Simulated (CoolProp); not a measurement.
The fluid at 293.15 K and 0.261 MPa flows at 0.2 m/s in a round tube of 20 mm bore and 45 µm roughness, fully developed (64/Re and Nu = 3.66 if laminar; Colebrook and Gnielinski if turbulent). The same conditions are run with several fluids, on thermodynamics alone (safety and materials aside).

Values from CoolProp's reference Helmholtz-energy equation of state of each fluid (C3F8 (R218): Lemmon 2006; dry air: Lemmon 2000; R125: Lemmon 2005). Blends and air are pseudo-pure fits.

Q: Rank C3F8 (R218), dry air, R125 by Reynolds number, highest first.

A: C3F8 (R218) (7160), R125 (4210), dry air (681)

```tsv
fluid	Darcy friction factor	pressure drop (Pa/m)	heat-transfer coefficient (W/(m² K))	mass flow (kg/h)
C3F8 (R218)	0.0366	0.785	15.5	4.85
dry air	0.0939	0.292	4.74	0.702
R125	0.0416	0.558	10.2	3.04
```

Transport values come from each fluid's own correlations; those of C3F8 (R218) are estimates that may be off by 10 % or more.
